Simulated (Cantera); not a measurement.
A Cantera script and what it prints.

```python
import numpy as np
import cantera as ct

gas_names = """
    CL CLO CL2 Fe FeCL FeCL2 FeCL3 FeO Fe2CL4 Fe2CL6 O O2 O3
""".split()
cond_names = """
    Fe(a) Fe(c) Fe(d) Fe(L) FeCL2(s) FeCL2(L) FeCL3(s) FeCL3(L) FeO(s) FeO(L) Fe2O3(s) Fe3O4(s)
""".split()


# ... load() reads the species with a 1 bar reference pressure and builds the phases ...
atoms = {
    'Fe2O3': {'Fe': 2, 'O': 3},
    'Cl2': {'CL': 2},
    'O2': {'O': 2},
}
top_T = {'Fe2O3(s)': 1830, 'Fe3O4(s)': 1870}  # K; cautious upper limits of use, not melting points


# ... equilibrate(T, P, feed) seeds the gas with the atoms and calls Mixture.equilibrate('TP', solver="vcs", rtol=1e-11, max_steps=5000) ...
results = []
T = 773  # K
P = 133.322  # Pa
for m in [0.073, 0.11, 0.15, 0.22, 0.32, 0.46, 0.66, 0.95, 1.4, 2, 2.9, 4.1, 6]:
    feed = {'Fe2O3': 1, 'Cl2': 5.8, 'O2': m}  # mol
    mix = equilibrate(T, P, feed)
    results.append((T, P, feed, dict(zip(mix.species_names, mix.species_moles))))

top = {s: max(r[3][s] / sum(r[3][g] for g in gas_names) for r in results) for s in gas_names}
cols = sorted((s for s in top if top[s] > 1e-05), key=lambda s: -top[s])[:7]
seen = [c for c in cond_names if any(r[3].get(c, 0) > 1e-12 for r in results)]
print("log10 of partial pressures in bar; condensed amounts in mol")
print(f"{'n(O2)':>10s}" + "".join(f"{s[:9]:>10s}" for s in cols + seen))
for T, P, feed, n in results:
    ng = sum(n[g] for g in gas_names)
    print(f"{feed['O2']:10.4g}" + "".join(f"{np.log10(max(n[s] / ng * P / 1e5, 1e-99)):10.3f}" for s in cols)
          + "".join(f"{n.get(c, 0):10.4g}" for c in seen))
```

It prints:

```
log10 of partial pressures in bar; condensed amounts in mol
     n(O2)       CL2        O2     FeCL3        CL  Fe2O3(s)
     0.073    -2.882    -4.724    -5.510    -6.752    0.9932
      0.11    -2.885    -4.575    -5.625    -6.753    0.9947
      0.15    -2.887    -4.456    -5.719    -6.755    0.9957
      0.22    -2.892    -4.303    -5.840    -6.757    0.9967
      0.32    -2.899    -4.152    -5.964    -6.760    0.9975
      0.46    -2.909    -4.006    -6.088    -6.765    0.9981
      0.66    -2.922    -3.864    -6.214    -6.772    0.9985
      0.95    -2.941    -3.726    -6.347    -6.781    0.9989
       1.4    -2.969    -3.586    -6.494    -6.795    0.9991
         2    -3.004    -3.466    -6.636    -6.813    0.9993
       2.9    -3.051    -3.352    -6.792    -6.837    0.9995
       4.1    -3.107    -3.258    -6.947    -6.865    0.9996
         6    -3.184    -3.169    -7.128    -6.903    0.9997
```

Cantera equilibrium calculation (NASA polynomials, part measured and part estimated; ideal gas, pure solids and liquids). Condensed phases not in the tables: FeOCl.
